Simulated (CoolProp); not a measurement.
Aqueous lithium chloride as a coolant, at -15 °C, 1 atm.

Computed with CoolProp (Melinder's fits for secondary coolants).

| mass % | freezing point (°C) | Prandtl number | density (kg/m³) | cp (kJ/(kg K)) | conductivity (W/(m K)) |
|---|---|---|---|---|---|
| 12.1 | -16.3 | 30.5 | 1073 | 3.478 | 0.517 |
| 14.7 | -23.0 | 32.3 | 1090 | 3.323 | 0.512 |
| 17.2 | … | 34.3 | … | 3.184 | … |
| 19.7 | -42.5 | 36.7 | 1121 | … | 0.504 |
| 22.2 | -54.5 | 40.1 | 1138 | 2.964 | … |

### Question
Fill in the missing entries.

### Answer

- 17.2, freezing point (°C): -31.7
- 17.2, density (kg/m³): 1105
- 17.2, conductivity (W/(m K)): 0.508
- 19.7, cp (kJ/(kg K)): 3.061
- 22.2, conductivity (W/(m K)): 0.500
